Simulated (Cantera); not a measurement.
Cantera with NASA thermochemical tables; ideal gases at 1 bar, condensed phases pure. Values are per mole of reaction as written; species without (g) are pure solids or liquids, kept so even where they would boil at 1 bar.

MgF2 + Cl2(g) → MgCl2(g) + F2(g)

```json
[
 {"T (K)": "1400", "ΔH° (kJ)": "713.0", "ΔS° (J/K)": "175.4", "ΔG° (kJ)": "467.5", "log10 K": "-17.44", "condensed phases": "MgF2(s)"},
 {"T (K)": "1500", "ΔH° (kJ)": "710.9", "ΔS° (J/K)": "173.9", "ΔG° (kJ)": "450.0", "log10 K": "-15.67", "condensed phases": "MgF2(s)"},
 {"T (K)": "1600", "ΔH° (kJ)": "649.4", "ΔS° (J/K)": "133.9", "ΔG° (kJ)": "435.1", "log10 K": "-14.21", "condensed phases": "MgF2(l)"},
 {"T (K)": "1700", "ΔH° (kJ)": "646.2", "ΔS° (J/K)": "132.0", "ΔG° (kJ)": "421.8", "log10 K": "-12.96", "condensed phases": "MgF2(l)"},
 {"T (K)": "1800", "ΔH° (kJ)": "?", "ΔS° (J/K)": "?", "ΔG° (kJ)": "?", "log10 K": "?", "condensed phases": "MgF2(l)"},
 {"T (K)": "1900", "ΔH° (kJ)": "639.8", "ΔS° (J/K)": "128.4", "ΔG° (kJ)": "395.8", "log10 K": "-10.88", "condensed phases": "MgF2(l)"},
 {"T (K)": "2000", "ΔH° (kJ)": "?", "ΔS° (J/K)": "?", "ΔG° (kJ)": "?", "log10 K": "?", "condensed phases": "MgF2(l)"},
 {"T (K)": "2100", "ΔH° (kJ)": "633.3", "ΔS° (J/K)": "125.2", "ΔG° (kJ)": "370.5", "log10 K": "-9.21", "condensed phases": "MgF2(l)"},
 {"T (K)": "2200", "ΔH° (kJ)": "630.1", "ΔS° (J/K)": "123.7", "ΔG° (kJ)": "358.0", "log10 K": "-8.50", "condensed phases": "MgF2(l)"}
]
```

Question: Fill in the missing entries.

Answer: 
- 1800, ΔH° (kJ): 643.0
- 1800, ΔS° (J/K): 130.2
- 1800, ΔG° (kJ): 408.7
- 1800, log10 K: -11.86
- 2000, ΔH° (kJ): 636.6
- 2000, ΔS° (J/K): 126.8
- 2000, ΔG° (kJ): 383.1
- 2000, log10 K: -10.00
